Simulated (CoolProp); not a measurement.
Vapour-liquid equilibrium of isopentane (1) + R365MFC (2) at 297.1 K; x and y are mole fractions of (1).

The numbers come from the multi-fluid Helmholtz-energy mixture model, Lemmon 2006 and Lemmon 2016; pair parameters Bell 2016 in CoolProp.

**Question.** Give the bubble pressure and the first vapour's composition at x = 0.05, 0.35, 0.875. Is there an azeotrope?

**Answer.** x = 0.05: 0.06778 MPa, y = 0.230; x = 0.35: 0.1026 MPa, y = 0.586; x = 0.875: 0.1032 MPa, y = 0.776. y crosses x between x = 0.65 and 0.725: the model has an azeotrope there.

Pair parameters are fitted to limited data, so mixtures are less certain than the pure fluids. With so large a gap from Raoult's law the liquid may split in two, which this calculation doesn't test in full.
